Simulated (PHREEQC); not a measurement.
Solution (55 °C): 0.0063 mol/kgw HF, 0.0049 mol/kgw NH4HF2, 0.13 mol/kgw (NH4)2SiF6 and 0.003 mol/kgw HCl. Closed to the air; pH follows from the charge balance.

All values are PHREEQC results (ion-association model, wateq4f.dat), not measurements.

| quantity | before | after |
|---|---|---|
| pH | 2.74 | 2.83 |
| ionic strength (mol/kgw) | 0.397 | 0.397 |
| HF (mol/kgw) | 0.0116 | 0.0131 |
| F- (mol/kgw) | 0.00415 | 0.00425 |
| HF2- (mol/kgw) | 0.000230 | 0.000266 |
| H2F2 (mol/kgw) | 0.000122 | 8.48e-5 |

Problem. What was changed between the two runs?
A. NH4HF2 replaced by NaF at the same molality
B. (NH4)2SiF6 left out
C. diluted 2-fold with water
D. temperature from 55 to 70 °C
E. HCl left out

Solution. D, temperature from 55 to 70 °C

No solid was allowed to form. Away from 25 °C the constants follow the database's enthalpies or fits; those with neither stay at their 25 °C values. SiF6-2 is the database's only silicon fluoride.
